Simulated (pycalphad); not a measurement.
An equivalent pycalphad script:

```python
from pycalphad import Database, equilibrium, calculate, variables as v
import numpy as np
db = Database('COST507.tdb')
comps = ['TI', 'C', 'VA']
phases = ['BCC_A2', 'FCC_A1', 'GRAPHITE', 'HCP_A3', 'LIQUID']
eq = equilibrium(db, comps, phases, {v.X('C'): 0.894, v.T: np.arange(3300, 499, -50), v.P: 101325, v.N: 1}, output=['HM', 'SM'])
```

Computed with pycalphad from the COST 507 light-alloy database (1999), at 1 atm. These are 1990s assessments: newer ones move some temperatures and phases. Amounts are mole fractions of atoms. Diffusion is slow at the low end, where real alloys seldom reach equilibrium.

Results at three of the temperatures:

```
T = 2900.00 K, P = 101325 Pa, N = 1 mol of atoms
G = -116490 J/mol, H = 41635 J/mol, S = 54.53 J/(mol K)  (SER reference)
chemical potentials (J/mol): Ti -363597, C -87190
phase             fraction      x(Ti)       x(C)
GRAPHITE            0.7937       none     1.0000
FCC_A1              0.2063     0.5139     0.4861
```

```
T = 2600.00 K, P = 101325 Pa, N = 1 mol of atoms
G = -100575 J/mol, H = 33386 J/mol, S = 51.52 J/(mol K)  (SER reference)
chemical potentials (J/mol): Ti -337217, C -72517
phase             fraction      x(Ti)       x(C)
GRAPHITE            0.7932       none     1.0000
FCC_A1              0.2068     0.5125     0.4875
```

```
T = 850.00 K, P = 101325 Pa, N = 1 mol of atoms
G = -30949 J/mol, H = -10495 J/mol, S = 24.06 J/(mol K)  (SER reference)
chemical potentials (J/mol): Ti -214008, C -9243
phase             fraction      x(Ti)       x(C)
GRAPHITE            0.7911       none     1.0000
FCC_A1              0.2089     0.5075     0.4925
```

Changes of the phase set, refined by bisection:

```csv
T (°C),phases above,phases below
2770.9,graphite + liquid,fcc + graphite
```

FCC_A1 is fcc. An entry "none" or "no" means that the model of the phase leaves that element out. The fcc model also describes the rock-salt carbide or nitride (TiC, TiN, HfC).
